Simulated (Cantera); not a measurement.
A perfectly stirred reactor is fed with CH4 : O2 : N2 : H2O = 1 : 1.25 : 4.7 : 1.4 (molar parts), at 52000 Pa; it is adiabatic with a 675 K inlet, and is followed from long to short residence time, starting on the burning branch (τ in s: 0.35, 0.15, 0.062, 0.026, 0.011, 0.0046, 0.0019, 0.00081, 0.00034, 0.00014, 6e-05, 2.5e-05).

Detailed kinetics in Cantera: GRI-Mech 3.0 (53 species, 325 reactions).

Q: What does this change do: inlet temperature 675 to 498 K?

A: 
```
quantity                                                                       before                               after
------------------------------------------------  -----------------------------------  ----------------------------------
blow-out, bracketed by the residence times tried  burning at 1.90 ms, out at 0.810 ms  burning at 11.0 ms, out at 4.60 ms
x(CH4) at τ = 0.350 s                                                         0.00120                             0.00410
x(O2) at τ = 0.350 s                                                         0.000148                            0.000418
x(H2O) at τ = 0.350 s                                                           0.277                               0.283
x(OH) at τ = 0.350 s                                                         0.000101                             3.73e-5
x(CH2CO) at τ = 0.350 s                                                       1.88e-6                             1.23e-5
x(CH4) at τ = 1.90 ms                                                         0.00773                               0.120
x(O2) at τ = 1.90 ms                                                           0.0103                               0.150
x(H2O) at τ = 1.90 ms                                                           0.287                               0.168
x(OH) at τ = 1.90 ms                                                         0.000301                              <1e-12
x(CH2CO) at τ = 1.90 ms                                                      0.000106                              <1e-12
```
